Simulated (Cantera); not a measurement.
Standard-state values (1 bar) from the NASA 1993 polynomials, evaluated with Cantera. Values are per mole of reaction as written; species without (g) are pure solids or liquids, kept so even where they would boil at 1 bar.

6 Cl(g) + 3 Li₂O ⇌ O₃(g) + 6 LiCl

```csv
T (K),ΔH° (kJ),ΔS° (J/K),ΔG° (kJ),log10 K,condensed phases
300,-1239.4,-509.9,-1086.4,189.15,"Li₂O(s), LiCl(s)"
1150,-1092.5,-332.7,-709.9,32.24,"Li₂O(s), LiCl(l)"
1200,-1091.3,-331.6,-693.3,30.18,"Li₂O(s), LiCl(l)"
1250,-1090.3,-330.8,-676.7,28.28,"Li₂O(s), LiCl(l)"
1300,[?],[?],[?],[?],"Li₂O(s), LiCl(l)"
1350,-1089.1,-329.9,-643.7,24.91,"Li₂O(s), LiCl(l)"
1400,-1088.9,-329.8,-627.2,23.40,"Li₂O(s), LiCl(l)"
1450,-1088.9,-329.7,-610.7,22.00,"Li₂O(s), LiCl(l)"
1500,-1089.0,-329.9,-594.2,20.69,"Li₂O(s), LiCl(l)"
1550,[?],[?],[?],[?],"Li₂O(s), LiCl(l)"
```

Question: Fill in the missing entries.

Answer: 
- 1300, ΔH° (kJ): -1089.6
- 1300, ΔS° (J/K): -330.3
- 1300, ΔG° (kJ): -660.2
- 1300, log10 K: 26.53
- 1550, ΔH° (kJ): -1089.4
- 1550, ΔS° (J/K): -330.1
- 1550, ΔG° (kJ): -577.8
- 1550, log10 K: 19.47
